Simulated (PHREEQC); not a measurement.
A solution holds 0.2 mol/kgw HCl, 0.012 mol/kgw Li2SO4 and 0.0056 mol/kgw MnSO4, at 25 °C. It is in equilibrium with CO2 at log p = -3.5 (atm). Otherwise closed; pH follows from the charge balance.

The numbers come from PHREEQC with the ion-association model, phreeqc.dat.

Problem. The ionic strength comes out as 0.226 mol/kgw. What activity coefficients do Mn+2, SO4-2, Cl-, LiSO4-, Li+ get?

Solution. Mn+2 0.32, SO4-2 0.28, Cl- 0.71, LiSO4- 0.73, Li+ 0.75.

This is a speciation only: nothing precipitates in the calculation. Complexes and solids missing from the database can't appear.
